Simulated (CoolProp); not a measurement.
Computed with CoolProp (reference Helmholtz-energy equation of state, Span 1996).

### Question
For carbon dioxide, give the phase and the conductivity (mW/(m K)) at 698.4 K and 61.3 bar; 745.5 K and 166 bar.

### Answer
- 698.4 K and 61.3 bar: gas; conductivity 50.5
- 745.5 K and 166 bar: supercritical; conductivity 56.5

Thermal conductivity comes from a separate model (Huber 2016).
